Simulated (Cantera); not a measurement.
A closed system holds: 1 mol SiH4, a varied amount of N2, at 70.0 Pa.

These are equilibrium values from Cantera (NASA tables, ideal gas, pure condensed phases), not measurements of a reactor. Candidate condensed phases: Si, Si3N4; 18 gas species. N2 is the only nitrogen source here; it is nearly inert below about 1500 K, so the nitride shown seldom forms there in practice. Mutual solubility and eutectic melting of coexisting phases are not modelled. The numbers say what is thermodynamically allowed, not how fast it happens.

Stable condensed phases, one row left out:

```
T in K \ n(N2) in mol
         0.36 0.43  0.5 0.58 0.68 0.79 0.93  1.1  1.3  1.5  1.7    2  2.4
   2098     A    A    A    A    A    A    A    A    A    A    A    B    B
   1898     A    A    A    A    A    A    A    A    A    A    A    A    A
   1798     A    A    A    A    A    A    A    A    A    A    A    A    A
   1698     A    A    A    A    A    A    A    A    A    A    A    A    A
   1598     A    A    A    A    A    A    A    A    A    C    C    C    D
   1498     C    C    C    C    C    C    D    D    D    D    D    D    D
   1398     C    C    C    C    C    D    D    D    D    D    D    D    D
   1298     C    C    C    C    D    D    D    D    D    D    D    D    D
```

A: Si; B: gas only; C: Si + Si3N4; D: Si3N4.

Problem. Give the row for 1998 K.

Solution. 0.36: Si; 0.43: Si; 0.5: Si; 0.58: Si; 0.68: Si; 0.79: Si; 0.93: Si; 1.1: Si; 1.3: Si; 1.5: Si; 1.7: Si; 2: Si; 2.4: Si.
